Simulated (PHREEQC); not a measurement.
Make-up at 80 °C: 10 mmol/kgw CaCl2, 1.8 mmol/kgw NaHCO3, 0.064 mmol/kgw H4SiO4 and 1 mmol/kgw Pb(NO3)2. Closed to the air; pH follows from the charge balance.

Computed with PHREEQC (ion-association model, phreeqc.dat).

No solid was allowed to form.

Task: Predict the pH, specific conductance.

Result: pH 6.57; specific conductance 6270 µS/cm.

Task: In which forms is Pb present?

Result: PbCO3 38 %, PbCl+ 28 %, Pb+2 24 %, PbHCO3+ 7.7 %, PbOH+ 1.0 % of the Pb.

The solution is supersaturated, for example in Pb(OH)2, Cerussite, so a real one may precipitate; this is no full list. At this temperature some constants are extrapolated from 25 °C, and those without enthalpy data are left unchanged.
